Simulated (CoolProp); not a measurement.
A single-stage vapour-compression cycle with dimethyl ether: evaporating at 294.15 K (dew point), condensing at 323.15 K (bubble point), superheat 8 K, subcooling 5 K, compressor efficiency 0.9, no pressure losses. Each further row changes one setting.

Model: reference Helmholtz-energy equation of state, Wu 2011, in CoolProp.

| case | cooling COP | pressure ratio | discharge temperature (K) | refrigerating effect (kJ/kg) | volumetric capacity (kJ/m³) |
|---|---|---|---|---|---|
| as stated | 8.24 | 2.18 | 339.4 | 360 | 3840 |
| evaporating temperature 299.15 K | 10.3 | ? | 337.8 | ? | 4480 |
| condensing temperature 318.15 K | ? | 1.93 | ? | 373 | 3980 |
| subcooling 10 K | 8.53 | 2.18 | 339.4 | 373 | 3980 |
| superheat 18 K | 8.22 | 2.18 | 349.5 | 377 | 3840 |
| compressor efficiency 0.8 | 7.32 | 2.18 | 342.4 | 360 | 3840 |

Question: Fill in the missing entries.

Answer: 
- evaporating temperature 299.15 K, pressure ratio: 1.88
- evaporating temperature 299.15 K, refrigerating effect (kJ/kg): 365
- condensing temperature 318.15 K, cooling COP: 10.2
- condensing temperature 318.15 K, discharge temperature (K): 333.3
